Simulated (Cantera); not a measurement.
A Cantera script and what it prints.

```python
import numpy as np
import cantera as ct

gas_names = """
    Br Br2 H HBr H2 Si SiBr SiBr2 SiBr3 SiBr4 SiH SiHBr3 SiH2 SiH2Br2 SiH3 SiH3Br SiH4 Si2 Si3
""".split()
cond_names = """
    Br2(cr) Br2(L) Si(cr) Si(L)
""".split()


# ... load() reads the species with a 1 bar reference pressure and builds the phases ...
atoms = {
    'Si': {'Si': 1},
    'Br2': {'Br': 2},
    'H2': {'H': 2},
}
top_T = {}  # K; cautious upper limits of use, not melting points


# ... equilibrate(T, P, feed) seeds the gas with the atoms and calls Mixture.equilibrate('TP', solver="vcs", rtol=1e-11, max_steps=5000) ...
results = []
feed = {'Si': 1, 'Br2': 6.7, 'H2': 0.75}  # mol
P = 10000  # Pa
for T in [650, 725, 800, 875, 950, 1025, 1100, 1175, 1250, 1325, 1400, 1475, 1550, 1625]:
    mix = equilibrate(T, P, feed)
    results.append((T, P, feed, dict(zip(mix.species_names, mix.species_moles))))

top = {s: max(r[3][s] / sum(r[3][g] for g in gas_names) for r in results) for s in gas_names}
cols = sorted((s for s in top if top[s] > 0.0001), key=lambda s: -top[s])[:7]
seen = [c for c in cond_names if any(r[3].get(c, 0) > 1e-12 for r in results)]
print("log10 of partial pressures in bar; condensed amounts in mol")
print(f"{'T/K':>10s}" + "".join(f"{s[:9]:>10s}" for s in cols + seen))
for T, P, feed, n in results:
    ng = sum(n[g] for g in gas_names)
    print(f"{T:10.4g}" + "".join(f"{np.log10(max(n[s] / ng * P / 1e5, 1e-99)):10.3f}" for s in cols)
          + "".join(f"{n.get(c, 0):10.4g}" for c in seen))
```

Output:

```
log10 of partial pressures in bar; condensed amounts in mol
       T/K       Br2        Br       HBr     SiBr4     SiBr3     SiBr2
       650    -1.213    -5.592    -1.633    -1.810   -14.715   -23.427
       725    -1.213    -4.783    -1.634    -1.810   -12.826   -20.182
       800    -1.213    -4.125    -1.634    -1.810   -11.294   -17.551
       875    -1.214    -3.579    -1.634    -1.810   -10.027   -15.375
       950    -1.217    -3.120    -1.635    -1.811    -8.962   -13.546
      1025    -1.224    -2.729    -1.638    -1.814    -8.054   -11.985
      1100    -1.237    -2.394    -1.642    -1.818    -7.270   -10.635
      1175    -1.260    -2.107    -1.651    -1.827    -6.586    -9.453
      1250    -1.299    -1.864    -1.664    -1.840    -5.982    -8.402
      1325    -1.360    -1.661    -1.684    -1.860    -5.442    -7.453
      1400    -1.450    -1.496    -1.709    -1.885    -4.951    -6.582
      1475    -1.572    -1.369    -1.738    -1.915    -4.497    -5.765
      1550    -1.729    -1.277    -1.767    -1.947    -4.069    -4.986
      1625    -1.915    -1.215    -1.793    -1.980    -3.663    -4.242
```

Cantera equilibrium calculation (NASA polynomials, part measured and part estimated; ideal gas, pure solids and liquids). The tables' values for SiBr3 are old estimates; treat these amounts as uncertain.
